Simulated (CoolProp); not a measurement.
The fluid at 298.15 K and 0.0105 MPa expands adiabatically to 0.000904 MPa with isentropic efficiency 0.7. The same conditions are run with several fluids, on thermodynamics alone (safety and materials aside).

Values from CoolProp's reference Helmholtz-energy equation of state of each fluid (R1224YDZ: Akasaka 2023; propane: Lemmon 2009; isobutane: Bücker 2006; R21: Platzer 1990; vinyl chloride: Thol 2022). The equations of Platzer and Polt are older, rougher fits.

Question: Rank R1224YDZ, propane, isobutane, R21, vinyl chloride by work (kJ/kg), highest first.

Answer: propane (83.3), isobutane (65.5), vinyl chloride (55.6), R21 (34.8), R1224YDZ (26.0)

```tsv
fluid	final temperature (K)	final density (kg/m³)
R1224YDZ	261.6	0.0618
propane	244.1	0.0196
isobutane	256.1	0.0247
R21	235.8	0.0475
vinyl chloride	227.3	0.0299
```
